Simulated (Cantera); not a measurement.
Input: 1 mol B2O3, 0.067 mol H2O, 26 mol H2, 0.59 mol NH3, at 1748.15 K and 0.00133 bar.

Equilibrium computed with Cantera from the NASA thermochemical tables; the gas is ideal and each condensed phase is pure. Candidate condensed phases: B, BN, B2O3, B3O3H3, H2O; 39 gas species. Equilibrium is a limit: real reactors are often held back by kinetics, nucleation or transport.

Base state: H2 0.925, HBO2 0.0219, HBO 0.0172, B2O3 0.0133, N2 0.0104, H 0.00603, H2O 0.00241, BO 0.00212 (mole fractions); condensed: gas only.

Problem. What changes in the equilibrium state with this change: 0.036 mol Cl2 added?

Solution. 
```json
[
 {"species": "H2", "before": "0.925", "after": "0.923"},
 {"species": "HBO2", "before": "0.0219", "after": "0.0219"},
 {"species": "HBO", "before": "0.0172", "after": "0.0172"},
 {"species": "HCl", "before": "0", "after": "0.00247"},
 {"species": "B2O3", "before": "0.0133", "after": "0.0133"},
 {"species": "N2", "before": "0.0104", "after": "0.0104"},
 {"species": "BOCl", "before": "0", "after": "5.00e-5"},
 {"species": "Cl", "before": "0", "after": "1.24e-5"},
 {"species": "B2O2", "before": "0.00135", "after": "0.00134"}
]
```
The tables' values for BOCl are old estimates; treat these amounts as uncertain. Further candidate phases: NH4Cl.
